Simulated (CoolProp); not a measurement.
Octamethylcyclotetrasiloxane (D4) along the isotherm 351.7 K: density (kg/m³) from the reference equation and from simpler models built on Tc = 586.5 K, pc = 13.47 bar, ω = 0.598; each cubic takes its own stable root.

Computed with CoolProp (reference Helmholtz-energy equation of state, Thol 2015).

```json
[
 {"p (bar)": "9.62", "phase": "liquid", "reference": "890.8"},
 {"p (bar)": "19.2", "phase": "liquid", "reference": "892.8"},
 {"p (bar)": "28.9", "phase": "liquid", "reference": "894.8"},
 {"p (bar)": "38.5", "phase": "liquid", "reference": "896.7"},
 {"p (bar)": "48.1", "phase": "liquid", "reference": "898.5"},
 {"p (bar)": "57.7", "phase": "liquid", "reference": "900.4"},
 {"p (bar)": "67.4", "phase": "liquid", "reference": "902.2"},
 {"p (bar)": "77", "phase": "liquid", "reference": "903.9"},
 {"p (bar)": "86.6", "phase": "liquid", "reference": "905.7"},
 {"p (bar)": "96.2", "phase": "liquid", "reference": "907.4"},
 {"p (bar)": "106", "phase": "liquid", "reference": "909.0"},
 {"p (bar)": "115", "phase": "liquid", "reference": "910.6"},
 {"p (bar)": "125", "phase": "liquid", "reference": "912.2"},
 {"p (bar)": "135", "phase": "liquid", "reference": "913.9"}
]
```

How far does each simpler model (van der Waals, Redlich-Kwong, Peng-Robinson) lie from the reference over these 14 states: mean and median of the absolute difference, and the worst?


- van der Waals: mean 39.7 %, median 39.4 %, worst -42.4 % at 351.7 K and 9.62 bar
- Redlich-Kwong: mean 13.7 %, median 13.5 %, worst -15.8 % at 351.7 K and 9.62 bar
- Peng-Robinson: mean 1.5 %, median 1.6 %, worst +1.7 % at 351.7 K and 135 bar
